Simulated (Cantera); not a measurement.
Ignition delay

Mixture: 5.57 % CH₄, 0.267 % C₂H₆, 0.273 % C₃H₈, 19.8 % O₂, 74.1 % N₂, at 101000 Pa, adiabatic and at constant pressure. Ignition delay is the time to a rise of 400 K.

Cantera simulation using GRI-Mech 3.0 (53 species, 325 reactions); the numbers are that mechanism's predictions, not measurements.

```csv
T0 (K),delay (ms)
1073,63.9
1173,12.9
1273,2.85
1373,0.762
1473,0.258
1573,0.110
1673,0.0568
```

| Item | Value |
|---|---|
| apparent activation energy between 1473 and 1673 K | 160 kJ/mol |
